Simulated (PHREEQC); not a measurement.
**Acid rinse or clean**

Solution (75 °C): 0.0076 mol HCl and 4.3e-05 mol ZnSO4 per kg of water. Closed to the air; pH follows from the charge balance.

Equilibrium calculation in PHREEQC: ion-association model, wateq4f.dat.

Each row changes one thing in this solution. Precipitation was switched off in this run.

```csv
case,pH,Zn+2 (mol/kgw),HSO4- (mol/kgw),SO4-2 (mol/kgw),ZnCl+ (mol/kgw),ZnSO4 (mol/kgw),SI of Goslarite (ZnSO4:7H2O),SI of Zincite(c) (ZnO)
as made,2.16,3.93e-5,2.74e-5,1.55e-5,3.60e-6,9.00e-8,-7.95,-9.09
diluted 10-fold with water,3.13,4.25e-6,8.00e-7,3.50e-6,5.00e-8,3.67e-9,-9.34,-8.00
ZnSO4 from 4.3e-05 to 0.000215 mol/kgw,2.17,0.000195,0.000135,7.78e-5,1.77e-5,2.21e-6,-6.56,(withheld)
HCl from 0.0076 to 0.00684 mol/kgw,2.20,3.96e-5,2.66e-5,1.63e-5,3.32e-6,9.92e-8,-7.90,-8.99
HCl replaced by FeCl2 at the same molality,5.24,3.72e-5,2.89e-8,2.32e-5,5.48e-6,8.21e-8,-7.99,-3.05
ZnSO4 from 4.3e-05 to 0.00043 mol/kgw,2.18,(withheld),0.000264,0.000157,3.45e-5,8.62e-6,-5.96,-8.08
temperature from 75 to 70 °C,2.16,3.98e-5,2.61e-5,1.68e-5,3.10e-6,9.72e-8,-7.87,-9.29
0.0011 mol/kgw HBr added,2.10,3.94e-5,2.86e-5,1.44e-5,3.52e-6,8.00e-8,-8.00,-9.22
diluted 2-fold with water,2.45,2.04e-5,1.06e-5,1.08e-5,1.04e-6,4.03e-8,-8.30,-8.75
```

Question: What belongs in the gaps?

Answer: 
- ZnSO4 from 4.3e-05 to 0.000215 mol/kgw, SI of Zincite(c) (ZnO): -8.39
- ZnSO4 from 4.3e-05 to 0.00043 mol/kgw, Zn+2 (mol/kgw): 0.000387

Constants without temperature data keep their 25 °C values here.
